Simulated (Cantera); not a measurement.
**Transport properties of process gases**

Gas mixture: 100 % O₂, at 0.00490 bar, frozen composition.

Cantera's kinetic-theory transport with the Lennard-Jones parameters of GRI-Mech 3.0, ideal gas; thermal conductivity in the mixture-averaged form.

```json
[
 {"T (K)": "400", "ρ (kg/m³)": "0.00471", "cp (J/kg/K)": "941.4", "μ (µPa s)": "25.6", "λ (mW/m/K)": "33.9", "Pr": "0.713", "D (cm²/s) OH": "110", "D (cm²/s) NH₃": "79.7", "D (cm²/s) H₂O": "82.6"},
 {"T (K)": "650", "ρ (kg/m³)": "0.00290", "cp (J/kg/K)": "1017", "μ (µPa s)": "36.0", "λ (mW/m/K)": "51.6", "Pr": "0.709", "D (cm²/s) OH": "251", "D (cm²/s) NH₃": "194", "D (cm²/s) H₂O": "204"},
 {"T (K)": "900", "ρ (kg/m³)": "0.00210", "cp (J/kg/K)": "1074", "μ (µPa s)": "44.7", "λ (mW/m/K)": "67.6", "Pr": "0.710", "D (cm²/s) OH": "433", "D (cm²/s) NH₃": "344", "D (cm²/s) H₂O": "364"},
 {"T (K)": "1150", "ρ (kg/m³)": "0.00164", "cp (J/kg/K)": "1109", "μ (µPa s)": "52.5", "λ (mW/m/K)": "82.2", "Pr": "0.708", "D (cm²/s) OH": "652", "D (cm²/s) NH₃": "525", "D (cm²/s) H₂O": "558"},
 {"T (K)": "1400", "ρ (kg/m³)": "0.00135", "cp (J/kg/K)": "1134", "μ (µPa s)": "59.7", "λ (mW/m/K)": "95.7", "Pr": "0.707", "D (cm²/s) OH": "904", "D (cm²/s) NH₃": "733", "D (cm²/s) H₂O": "782"},
 {"T (K)": "1650", "ρ (kg/m³)": "0.00114", "cp (J/kg/K)": "1155", "μ (µPa s)": "66.4", "λ (mW/m/K)": "108", "Pr": "0.707", "D (cm²/s) OH": "1190", "D (cm²/s) NH₃": "968", "D (cm²/s) H₂O": "1030"}
]
```
D: mixture-averaged diffusion coefficient of that species in the mixture.
